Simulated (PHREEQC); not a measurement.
Dissolve 0.097 mol/kgw Cu(BF4)2, 0.051 mol/kgw HCl and 4.7e-05 mol/kgw NaCl at 25 °C. Closed to the air; pH follows from the charge balance.

Equilibrium calculation in PHREEQC: ion-association model, wateq4f.dat.

Precipitation was switched off in this run.

Q: Estimate the pH.

A: pH 1.42.

Q: In which forms is F present?

A: BF4- 96 %, BF3OH- 1.8 %, HF 1.7 % of the F.

Complexes and solids missing from the database can't appear. Real BF4- forms and hydrolyses slowly; the run takes it at equilibrium.
